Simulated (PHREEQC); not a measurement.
Model water analysis in mg/L, 91 °C, pH 3.09, pe 10.2:

| constituent | mg/L |
|---|---|
| Na | 16.7 |
| K | 57 |
| Ca | 153 |
| Mg | 7.34 |
| Cl | 67.2 |
| S(6) as SO4 | 475 |
| O(0) (dissolved oxygen) | 2.33 |
| Cu(2) | 3.95 |

Na is adjusted to close the charge balance.
Valence states are taken as typed.

Computed with PHREEQC (ion-association model, phreeqc.dat).

Problem. The ionic strength comes out as 0.0151 mol/kgw. What activity coefficients do Na+, Ca+2, CuCl+, CaHSO4+, Cu+2 get?

Solution. Na+ 0.87, Ca+2 0.58, CuCl+ 0.87, CaHSO4+ 0.87, Cu+2 0.59.

This is a speciation only: nothing precipitates in the calculation. Constants without temperature data keep their 25 °C values here.
